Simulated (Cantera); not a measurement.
A perfectly stirred reactor is fed with CH4 : O2 : N2 = 1 : 1.25 : 4.7 (molar parts), equivalence ratio 1.6, at 100000 Pa; it is adiabatic with a 725 K inlet, and is followed from long to short residence time, starting on the burning branch (τ in s: 0.12, 0.051, 0.021, 0.0089, 0.0037, 0.0016, 0.00065, 0.00027, 0.00011, 4.7e-05, 2e-05).

Computed with Cantera and GRI-Mech 3.0 (53 species, 325 reactions).

**Question.** What does this change do: 0.18 parts H2O added?

**Answer.** 
```json
[
 {"quantity": "blow-out, bracketed by the residence times tried", "before": "burning at 0.270 ms, out at 0.110 ms", "after": "burning at 0.270 ms, out at 0.110 ms"},
 {"quantity": "x(CH4) at τ = 0.120 s", "before": "0.000145", "after": "0.000210"},
 {"quantity": "x(O2) at τ = 0.120 s", "before": "5.25e-5", "after": "6.29e-5"},
 {"quantity": "x(CH3) at τ = 0.120 s", "before": "4.63e-5", "after": "5.59e-5"},
 {"quantity": "x(C2H4) at τ = 0.120 s", "before": "1.30e-7", "after": "2.27e-7"},
 {"quantity": "x(H) at τ = 0.120 s", "before": "0.00172", "after": "0.00142"},
 {"quantity": "x(CH4) at τ = 1.60 ms", "before": "0.00198", "after": "0.00245"},
 {"quantity": "x(O2) at τ = 1.60 ms", "before": "0.00209", "after": "0.00247"},
 {"quantity": "x(CH3) at τ = 1.60 ms", "before": "0.000981", "after": "0.00106"},
 {"quantity": "x(C2H4) at τ = 1.60 ms", "before": "4.42e-5", "after": "6.02e-5"},
 {"quantity": "x(H) at τ = 1.60 ms", "before": "0.00285", "after": "0.00243"}
]
```
